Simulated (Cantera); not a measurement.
A closed system holds: 1 mol MgCO3, 0.03 mol C, 0.39 mol H2O, equilibrated at 1648 K and 0.133 bar.

These are equilibrium values from Cantera (NASA tables, ideal gas, pure condensed phases), not measurements of a reactor. Candidate condensed phases: C, C6H6, C7H8, C8H18, H2O, Mg, MgCO3, MgO, Mg(OH)2; 116 gas species. The numbers say what is thermodynamically allowed, not how fast it happens.

Base state: CO2 0.688, H2O 0.270, CO 0.0377, H2 0.00461, OH 4.36e-5, H 1.66e-5 (mole fractions); condensed: MgO(s).

Q: What changes in the equilibrium state with this change: temperature from 1648 K to 923 K?

A: 
```json
[
 {"species": "CO2", "before": "0.688", "after": "0.701"},
 {"species": "H2O", "before": "0.270", "after": "0.257"},
 {"species": "CO", "before": "0.0377", "after": "0.0242"},
 {"species": "H2", "before": "0.00461", "after": "0.0181"},
 {"species": "OH", "before": "4.36e-5", "after": "<1e-9"},
 {"species": "H", "before": "1.66e-5", "after": "<1e-9"},
 {"species": "MgO(s), mol", "before": "1.000", "after": "1.00"}
]
```

Q: What changes in the equilibrium state with this change: temperature from 1648 K to 998.15 K?

A: 
| species | before | after |
|---|---|---|
| CO2 | 0.688 | 0.698 |
| H2O | 0.270 | 0.260 |
| CO | 0.0377 | 0.0275 |
| H2 | 0.00461 | 0.0148 |
| OH | 4.36e-5 | <1e-9 |
| H | 1.66e-5 | <1e-9 |
| MgO(s), mol | 1.000 | 1.00 |
